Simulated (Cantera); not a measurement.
Boron, boron nitride and boron oxide: B + NH3 + N2

A closed system holds: 1 mol B, 20 mol NH3, 0.37 mol N2, equilibrated at 1.00 Torr.

Equilibrium computed with Cantera from the NASA thermochemical tables; the gas is ideal and each condensed phase is pure. Candidate condensed phases: B, BN; 15 gas species. The tables' values for BH2 are old estimates; treat these amounts as uncertain. Rates play no part.

```
T (K)  log p H2  log p N2  log p H  log p B  log p BH2  log p BH  log p BN  n BN(s)  n B(s)
-----  --------  --------  -------  -------  ---------  --------  --------  -------  ------
1073      -3.00     -3.48    -9.35     <-14       <-14      <-14      <-14     1.00       0
1223      -3.00     -3.48    -8.02     <-14     -13.90      <-14      <-14     1.00       0
1373      -3.00     -3.48    -6.98     <-14     -11.82      <-14      <-14     1.00       0
1523      -3.00     -3.48    -6.14   -13.68     -10.16    -13.82    -14.67    1.000       0
1673      -3.00     -3.48    -5.44   -11.20      -8.80    -11.72    -12.46    1.000       0
1823      -3.00     -3.48    -4.87    -9.13      -7.67     -9.97    -10.61    0.999       0
1973      -3.01     -3.49    -4.38    -7.38      -6.72     -8.49     -9.06    0.993       0
2123      -3.05     -3.48    -3.97    -6.04      -6.09     -7.39     -7.87        0   0.944
```
log p: log10 of the partial pressure in bar; n: condensed amount in mol.

From 1073 K to 1973 K the condensed part is BN(s). At 2123 K the condensed part is B(s).
